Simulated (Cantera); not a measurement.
An adiabatic, constant-volume homogeneous reactor starts with CH₄ : O₂ : N₂ = 1 : 1.25 : 9.88 (molar parts), equivalence ratio 1.6, at 1325 K and 500000 Pa. Integrator tolerance rtol = 1e-08.

Computed with Cantera and GRI-Mech 3.0 (53 species, 325 reactions).

**Question.** What does this change do: initial temperature 1325 to 1223 K?

**Answer.** 
```tsv
quantity	before	after
time of steepest temperature rise	5.56 ms	18.9 ms
temperature at 7.00 s	2413 K	2324 K
equilibrium temperature	2413 K	2324 K
x(CH₄) at 7.00 s	4.68e-11 (gas-phase equilibrium 5.26e-11)	7.88e-11 (gas-phase equilibrium 8.85e-11)
x(O₂) at 7.00 s	4.71e-6 (gas-phase equilibrium 4.71e-6)	1.69e-6 (gas-phase equilibrium 1.69e-6)
x(N₂O) at 7.00 s	1.56e-8 (gas-phase equilibrium 1.56e-8)	8.03e-9 (gas-phase equilibrium 8.03e-9)
x(NO) at 7.00 s	9.19e-5 (gas-phase equilibrium 9.19e-5)	4.62e-5 (gas-phase equilibrium 4.62e-5)
x(C₂H₆) at 7.00 s	<1e-12 (gas-phase equilibrium <1e-12)	<1e-12 (gas-phase equilibrium <1e-12)
```

**Question.** What does this change do: N2 9.88 to 20 parts?

**Answer.** 
```json
[
 {"quantity": "time of steepest temperature rise", "before": "5.56 ms", "after": "12.9 ms"},
 {"quantity": "temperature at 7.00 s", "before": "2413 K", "after": "1972 K"},
 {"quantity": "equilibrium temperature", "before": "2413 K", "after": "1972 K"},
 {"quantity": "x(CH₄) at 7.00 s", "before": "4.68e-11 (gas-phase equilibrium 5.26e-11)", "after": "6.75e-11 (gas-phase equilibrium 7.61e-11)"},
 {"quantity": "x(O₂) at 7.00 s", "before": "4.71e-6 (gas-phase equilibrium 4.71e-6)", "after": "1.88e-8 (gas-phase equilibrium 1.88e-8)"},
 {"quantity": "x(N₂O) at 7.00 s", "before": "1.56e-8 (gas-phase equilibrium 1.56e-8)", "after": "3.67e-10 (gas-phase equilibrium 3.67e-10)"},
 {"quantity": "x(NO) at 7.00 s", "before": "9.19e-5 (gas-phase equilibrium 9.19e-5)", "after": "2.24e-6 (gas-phase equilibrium 2.24e-6)"},
 {"quantity": "x(C₂H₆) at 7.00 s", "before": "<1e-12 (gas-phase equilibrium <1e-12)", "after": "<1e-12 (gas-phase equilibrium <1e-12)"}
]
```
